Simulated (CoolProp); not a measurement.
Values from CoolProp's reference Helmholtz-energy equation of state, Span 1996.

Q: For carbon dioxide, give the phase and the cv (kJ/(kg K)), Prandtl number at 379.1 K and 0.817 MPa.

A: 
- 379.1 K and 0.817 MPa: gas; cv 0.740, Prandtl number 0.762

Viscosity comes from a separate model (Laesecke 2017). Thermal conductivity comes from a separate model (Huber 2016).
